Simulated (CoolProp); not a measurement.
A simple Rankine cycle with R11: condensing at 313.15 K, boiler at 3.9 MPa, turbine inlet 499 K, turbine efficiency 0.6, pump efficiency 0.6, no recuperator. Each further row changes one setting.

The numbers come from the reference Helmholtz-energy equation of state, Jacobsen 1992 in CoolProp.

| case | thermal efficiency (%) | net work (kJ/kg) | heat in (kJ/kg) | turbine exit temperature (K) | volume ratio over the turbine |
|---|---|---|---|---|---|
| as stated | ___ | 36.0 | 260 | 390.1 | ___ |
| condensing temperature 305.15 K | ___ | ___ | 267 | 384.5 | 31.8 |
| boiler pressure 2.73 MPa | ___ | 36.0 | 274 | 411.5 | 15.8 |
| turbine efficiency 0.5 | ___ | 29.3 | 260 | 400.4 | ___ |

**Question.** What belongs in the gaps?

**Answer.** 
- as stated, thermal efficiency (%): 13.9
- as stated, volume ratio over the turbine: 24.8
- condensing temperature 305.15 K, thermal efficiency (%): 14.7
- condensing temperature 305.15 K, net work (kJ/kg): 39.2
- boiler pressure 2.73 MPa, thermal efficiency (%): 13.1
- turbine efficiency 0.5, thermal efficiency (%): 11.3
- turbine efficiency 0.5, volume ratio over the turbine: 25.5
